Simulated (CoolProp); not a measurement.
Hexamethyldisiloxane (MM) at 293.15 K and 18.2 MPa is throttled through a valve to 9 MPa with no heat exchange. Each further row changes one setting.

Values from CoolProp's reference Helmholtz-energy equation of state, Thol 2016.

| case | temperature change (K) | final density (kg/m³) |
|---|---|---|
| as stated | ___ | ___ |
| outlet pressure 2.7 MPa | +6.8 | ___ |
| outlet pressure 11.7 MPa | ___ | ___ |

Problem. Some entries are withheld; supply them.

Solution. 
- as stated, temperature change (K): +4.1
- as stated, final density (kg/m³): 774
- outlet pressure 2.7 MPa, final density (kg/m³): 762
- outlet pressure 11.7 MPa, temperature change (K): +2.9
- outlet pressure 11.7 MPa, final density (kg/m³): 778
